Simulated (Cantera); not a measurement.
**Low-pressure radical oxidation in H2/O2**

An isothermal, constant-pressure homogeneous reactor starts with H2 : O2 = 0.013 : 1 (molar parts), at 1200 K and 870 Pa.

Cantera simulation using the H2/O2 subset of GRI-Mech 3.0, which has no nitrogen chemistry; the numbers are that mechanism's predictions, not measurements. Radical loss at walls, strong at low pressure, is not modelled.

```csv
t (s),x H2,x O2,x OH,x H2O,x H2O2,x O,x HO2
0.000900,0.0128,0.987,9.91e-9,8.70e-9,2.06e-12,1.31e-8,6.85e-9
0.00212,0.0128,0.987,8.27e-8,1.20e-7,1.13e-11,1.18e-7,1.63e-8
0.00499,0.0128,0.987,7.23e-6,1.19e-5,6.98e-11,1.05e-5,5.96e-8
0.0117,0.00131,0.977,0.00200,0.00993,5.75e-8,0.00859,1.14e-6
0.0277,6.69e-5,0.976,0.000987,0.0119,1.54e-8,0.0104,7.33e-7
0.0651,5.98e-5,0.977,0.000935,0.0120,1.53e-8,0.00930,7.00e-7
0.153,4.73e-5,0.979,0.000832,0.0122,1.51e-8,0.00727,6.31e-7
0.361,2.93e-5,0.982,0.000656,0.0124,1.42e-8,0.00445,5.06e-7
0.850,1.28e-5,0.985,0.000434,0.0126,1.21e-8,0.00191,3.31e-7
2.00,3.90e-6,0.986,0.000240,0.0128,8.35e-9,0.000581,1.68e-7
```
x: mole fraction; the columns are a selection and need not sum to one.

Equilibrium at this temperature and pressure: H2 1.78e-9, O2 0.987, OH 5.20e-6, H2O 0.0129, H2O2 2.87e-11, O 2.69e-7, HO2 4.70e-9 (gas phase only).
